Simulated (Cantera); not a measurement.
A perfectly stirred reactor is fed with CH4 : CO2 : H2 = 1 : 2.5 : 0.052 (molar parts), at 16.0 bar; it is held at 1300 K, and followed from long to short residence time.

Cantera simulation using GRI-Mech 3.0 (53 species, 325 reactions); the numbers are that mechanism's predictions, not measurements. The pressure lies above the range GRI-Mech 3.0 was tuned for (to about 10 atm).

```
quantity                   before     after
-----------------------  --------  --------
x(CH4) at τ = 8.60 s        0.202     0.271
x(CO2) at τ = 8.60 s        0.594     0.693
x(H2) at τ = 8.60 s        0.0220    0.0198
x(CH2CO) at τ = 8.60 s    4.00e-6   1.31e-7
x(CH2O) at τ = 8.60 s     3.95e-7   5.72e-7
x(CH4) at τ = 30.0 ms       0.281     0.282
x(CO2) at τ = 30.0 ms       0.704     0.704
x(H2) at τ = 30.0 ms       0.0147    0.0146
x(CH2CO) at τ = 30.0 ms  5.11e-10  1.23e-12
x(CH2O) at τ = 30.0 ms    6.13e-8   2.21e-8
```

Task: Name the change that produced these shifts.
(A) pressure from 16.0 bar to 9.00 bar
(B) pressure from 16.0 bar to 0.230 bar
(C) CH4 1 to 0.48 parts
(D) temperature 1300 to 1400 K

Result: B, pressure from 16.0 bar to 0.230 bar
